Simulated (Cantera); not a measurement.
Charge: 1 mol Ti(OiPr)4, 230 mol H2, 0.39 mol O2, at 3500 Pa.

These are equilibrium values from Cantera (NASA tables, ideal gas, pure condensed phases), not measurements of a reactor. Candidate condensed phases: C, C6H6, C7H8, C8H18, H2O, Ti, TiC, TiO, TiO2, Ti2O3, Ti3O5, Ti4O7; 113 gas species. The feed counts by its element totals alone. TiC: taken at fixed stoichiometry. Kinetics and transport are ignored. All values below are at 1525 K.

Base state: H2 0.981, CO 0.0192, H 0.000125, CH4 7.68e-5, C2H2 (acetylene) 1.19e-5 (mole fractions); condensed: C(graphite) + TiC(s).

Problem. What changes in the equilibrium state with this change: Ti(OiPr)4 replaced by TiCl4?

Solution. 
| species | before | after |
|---|---|---|
| H2 | 0.981 | 0.984 |
| HCl | 0 | 0.0146 |
| TiCl3 | 0 | 0.000729 |
| CO | 0.0192 | 0 |
| TiCl2 | 0 | 0.000215 |
| CH4 | 7.68e-5 | 0 |
| C2H2 (acetylene) | 1.19e-5 | 0 |
| C(graphite), mol | 6.20 | 0 |
| TiC(s), mol | 1.00 | 0 |
| TiO(s), mol | 0 | 0.780 |
The tables' values for TiCl2 are old estimates; treat these amounts as uncertain. TiO: taken at fixed stoichiometry. Further candidate phases: TiCl2, TiCl3, TiCl4.
